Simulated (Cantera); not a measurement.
Charge: 1 mol SiF4, a varied amount of NH3, held at 11.0 Pa.

These are equilibrium values from Cantera (NASA tables, ideal gas, pure condensed phases), not measurements of a reactor. Candidate condensed phases: Si, Si3N4; 37 gas species. The tables' values for SiF2, SiF3 are old estimates. Equilibrium is a limit: real reactors are often held back by kinetics, nucleation or transport.

Stable condensed phases, one row left out:

```
T in K \ n(NH3) in mol
         3.8 5.3 6.8 8.3 9.7  11  13  14  16  17  19
   1325    A   A   A   A   A   A   A   A   A   A   A
   1275    A   A   A   A   A   A   A   A   A   A   A
   1225    A   A   A   A   A   A   B   B   B   B   B
   1125    B   B   B   B   B   B   B   B   B   B   B
   1075    B   B   B   B   B   B   B   B   B   B   B
   1025    B   B   B   B   B   B   B   B   B   B   B
    975    B   B   B   B   B   B   B   B   B   B   B
    925    B   B   B   B   B   B   B   B   B   B   B
    875    B   B   B   B   B   B   B   B   B   B   B
    825    B   B   B   B   B   B   B   B   B   B   B
    775    B   B   B   B   B   B   B   B   B   B   B
```

A: gas only; B: Si3N4.

Task: Give the row for 1175 K.

Result: 3.8: gas only; 5.3: Si3N4; 6.8: Si3N4; 8.3: Si3N4; 9.7: Si3N4; 11: Si3N4; 13: Si3N4; 14: Si3N4; 16: Si3N4; 17: Si3N4; 19: Si3N4.
